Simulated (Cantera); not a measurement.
A Cantera script and what it prints.

```python
import numpy as np
import cantera as ct

gas_names = [...]  # 109 gases of nasa_gas.yaml made of C, Cl, H, Si
cond_names = """
    C(gr) C6H6(L) C7H8(L) C8H18(L),n-octa Si(cr) Si(L) SiC(b)
""".split()


# ... load() reads the species with a 1 bar reference pressure and builds the phases ...
atoms = {
    '(CH3)2SiCl2': {'C': 2, 'H': 6, 'Si': 1, 'CL': 2},
    'C2H2': {'C': 2, 'H': 2},
    'H2': {'H': 2},
}
top_T = {'C(gr)': 4500, 'SiC(b)': 3050}  # K; cautious upper limits of use, not melting points


# ... equilibrate(T, P, feed) seeds the gas with the atoms and calls Mixture.equilibrate('TP', solver="vcs", rtol=1e-11, max_steps=5000) ...
results = []
feed = {'(CH3)2SiCl2': 1, 'C2H2': 0.31, 'H2': 370}  # mol
P = 9400  # Pa
for T in [1875, 1925, 1975, 2025, 2075, 2125, 2175, 2225]:
    mix = equilibrate(T, P, feed)
    results.append((T, P, feed, dict(zip(mix.species_names, mix.species_moles))))
    x = sorted(zip(gas.X, gas.species_names), reverse=True)
    print(f"T = {T:g} K  P = {P:g} Pa  gas = {mix.phase_moles(0):.4g} mol")
    print("   x: " + "  ".join(f"{s} {v:.3e}" for v, s in x if v > 1e-05))
    print("   condensed (mol): " + ("  ".join(f"{mix.phase(i).name} {mix.phase_moles(i):.4g}"
          for i in range(1, mix.n_phases) if mix.phase_moles(i) > 1e-12) or "none"))
```

It prints:

```
T = 1875 K  P = 9400 Pa  gas = 374.7 mol
   x: H2 9.922e-01  HCL 5.323e-03  H 2.130e-03  C2H2,acetylene 3.143e-04  CH4 5.607e-05
   condensed (mol): C(gr) 1.365  SiC(b) 0.9966
T = 1925 K  P = 9400 Pa  gas = 374.9 mol
   x: H2 9.910e-01  HCL 5.316e-03  H 3.104e-03  C2H2,acetylene 4.538e-04  CH4 4.823e-05  CL 1.252e-05
   condensed (mol): C(gr) 1.266  SiC(b) 0.9938
T = 1975 K  P = 9400 Pa  gas = 375.1 mol
   x: H2 9.895e-01  HCL 5.306e-03  H 4.440e-03  C2H2,acetylene 6.426e-04  CH4 4.179e-05  CL 1.779e-05  Si 1.717e-05
   condensed (mol): C(gr) 1.131  SiC(b) 0.9882
T = 2025 K  P = 9400 Pa  gas = 375.5 mol
   x: H2 9.874e-01  H 6.238e-03  HCL 5.292e-03  C2H2,acetylene 8.936e-04  Si 3.720e-05  CH4 3.643e-05  CL 2.482e-05
   condensed (mol): C(gr) 0.9538  SiC(b) 0.977
T = 2075 K  P = 9400 Pa  gas = 376 mol
   x: H2 9.847e-01  H 8.621e-03  HCL 5.274e-03  C2H2,acetylene 1.222e-03  Si 7.763e-05  CL 3.408e-05  CH4 3.194e-05  SiH 1.352e-05  SiH2 1.129e-05
   condensed (mol): C(gr) 0.7262  SiC(b) 0.9549
T = 2125 K  P = 9400 Pa  gas = 376.6 mol
   x: H2 9.811e-01  H 1.173e-02  HCL 5.251e-03  C2H2,acetylene 1.644e-03  Si 1.564e-04  CL 4.607e-05  CH4 2.814e-05  SiH 2.444e-05  SiH2 1.721e-05  SiC2 1.118e-05
   condensed (mol): C(gr) 0.4425  SiC(b) 0.9123
T = 2175 K  P = 9400 Pa  gas = 377.4 mol
   x: H2 9.763e-01  H 1.573e-02  HCL 5.220e-03  C2H2,acetylene 2.179e-03  Si 3.049e-04  CL 6.137e-05  SiH 4.295e-05  SiC2 2.662e-05  SiH2 2.569e-05  CH4 2.488e-05  Si2C 1.641e-05
   condensed (mol): C(gr) 0.1002  SiC(b) 0.8316
T = 2225 K  P = 9400 Pa  gas = 378.5 mol
   x: H2 9.706e-01  H 2.081e-02  HCL 5.179e-03  C2H2,acetylene 2.486e-03  Si 6.173e-04  CL 8.059e-05  SiH 7.864e-05  SiC2 5.689e-05  SiH2 4.023e-05  Si2C 3.941e-05  CH4 2.062e-05  SiCL 1.115e-05
   condensed (mol): SiC(b) 0.6623
```

These are equilibrium values from Cantera (NASA tables, ideal gas, pure condensed phases), not measurements of a reactor. The feed counts by its element totals alone. The tables' values for SiCl are old estimates; treat these amounts as uncertain. Gases not in the tables: Si2H6 and higher silanes.
